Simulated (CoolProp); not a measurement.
A single-stage vapour-compression cycle with isohexane: evaporating at 291.15 K (dew point), condensing at 352.15 K (bubble point), superheat 10 K, subcooling 5 K, compressor efficiency 0.75, no pressure losses. Each further row changes one setting.

Computed with CoolProp (reference Helmholtz-energy equation of state, Lemmon 2006). It is a short technical equation, of lower accuracy than the large ones.

```json
[
 {"case": "as stated", "cooling COP": "2.81", "pressure ratio": "8.48", "discharge temperature (K)": "352.4", "refrigerating effect (kJ/kg)": "237", "volumetric capacity (kJ/m³)": "174"},
 {"case": "evaporating temperature 296.15 K", "cooling COP": "___", "pressure ratio": "6.84", "discharge temperature (K)": "352.5", "refrigerating effect (kJ/kg)": "245", "volumetric capacity (kJ/m³)": "___"},
 {"case": "condensing temperature 347.15 K", "cooling COP": "3.17", "pressure ratio": "___", "discharge temperature (K)": "348.9", "refrigerating effect (kJ/kg)": "250", "volumetric capacity (kJ/m³)": "183"},
 {"case": "subcooling 10 K", "cooling COP": "2.95", "pressure ratio": "8.48", "discharge temperature (K)": "352.4", "refrigerating effect (kJ/kg)": "250", "volumetric capacity (kJ/m³)": "183"},
 {"case": "superheat 20 K", "cooling COP": "2.89", "pressure ratio": "8.48", "discharge temperature (K)": "___", "refrigerating effect (kJ/kg)": "254", "volumetric capacity (kJ/m³)": "180"},
 {"case": "compressor efficiency 0.65", "cooling COP": "2.43", "pressure ratio": "8.48", "discharge temperature (K)": "358.9", "refrigerating effect (kJ/kg)": "237", "volumetric capacity (kJ/m³)": "174"}
]
```

Problem. Complete the blanks.

Solution. 
- evaporating temperature 296.15 K, cooling COP: 3.20
- evaporating temperature 296.15 K, volumetric capacity (kJ/m³): 219
- condensing temperature 347.15 K, pressure ratio: 7.35
- superheat 20 K, discharge temperature (K): 362.6
